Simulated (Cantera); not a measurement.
Charge: 1 mol C3H8, 0.012 mol O2, 0.4 mol H2, at 0.000280 bar.

Cantera equilibrium calculation (NASA polynomials, part measured and part estimated; ideal gas, pure solids and liquids). Candidate condensed phases: C, C6H6, C7H8, C8H18, H2O; 110 gas species. The numbers say what is thermodynamically allowed, not how fast it happens.

Problem. Which condensed phases are stable at each of these points (T (°C)): 727, 927, 1127, 1327, 1527, 1727, 1927, 2127, 2327, 2527?

Solution. 
```json
[
 {"T (°C)": "727", "condensed phases": "C(graphite)", "C condensed (%)": "99.2"},
 {"T (°C)": "927", "condensed phases": "C(graphite)", "C condensed (%)": "99.2"},
 {"T (°C)": "1127", "condensed phases": "C(graphite)", "C condensed (%)": "99.2"},
 {"T (°C)": "1327", "condensed phases": "C(graphite)", "C condensed (%)": "99.2"},
 {"T (°C)": "1527", "condensed phases": "C(graphite)", "C condensed (%)": "99.1"},
 {"T (°C)": "1727", "condensed phases": "C(graphite)", "C condensed (%)": "99.0"},
 {"T (°C)": "1927", "condensed phases": "C(graphite)", "C condensed (%)": "98.6"},
 {"T (°C)": "2127", "condensed phases": "C(graphite)", "C condensed (%)": "97.7"},
 {"T (°C)": "2327", "condensed phases": "C(graphite)", "C condensed (%)": "90.2"},
 {"T (°C)": "2527", "condensed phases": "gas only", "C condensed (%)": "0.0"}
]
```

From 727 °C to 2327 °C the condensed part is C(graphite). At 2527 °C nothing is condensed.
